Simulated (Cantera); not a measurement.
Hydrocarbon pyrolysis for carbon deposition

A perfectly stirred reactor is fed with 1.11 % CH4, 98.9 % N2, at 10.00 Torr; it is held at 1823 K, and followed from long to short residence time.

Model: GRI-Mech 3.0 (53 species, 325 reactions), integrated in Cantera. GRI-Mech 3.0 stops at C3 and has no aromatics, soot or wall deposition, so with more carbon than oxygen in the feed, carbon stays in small species such as C2H2 where larger ones or solid carbon would form. Radical loss at walls, strong at low pressure, is not modelled.

```json
[
 {"τ (s)": "3.6", "x CH4": "0.000778", "x C2H6": "2.29e-8", "x HCN": "0.000138", "x H2": "0.0151", "x H": "0.000118"},
 {"τ (s)": "1.3", "x CH4": "0.00159", "x C2H6": "6.45e-8", "x HCN": "4.92e-5", "x H2": "0.0139", "x H": "9.13e-5"},
 {"τ (s)": "0.48", "x CH4": "0.00301", "x C2H6": "1.58e-7", "x HCN": "1.62e-5", "x H2": "0.0116", "x H": "6.69e-5"},
 {"τ (s)": "0.17", "x CH4": "0.00534", "x C2H6": "3.24e-7", "x HCN": "4.01e-6", "x H2": "0.00793", "x H": "4.23e-5"},
 {"τ (s)": "0.064", "x CH4": "0.00813", "x C2H6": "4.16e-7", "x HCN": "6.15e-7", "x H2": "0.00368", "x H": "2.01e-5"},
 {"τ (s)": "0.023", "x CH4": "0.0104", "x C2H6": "1.94e-7", "x HCN": "2.69e-8", "x H2": "0.000679", "x H": "5.35e-6"},
 {"τ (s)": "0.0085", "x CH4": "0.0109", "x C2H6": "3.36e-8", "x HCN": "1.06e-9", "x H2": "0.000101", "x H": "1.93e-6"}
]
```
x: mole fraction; the columns are a selection and need not sum to one.
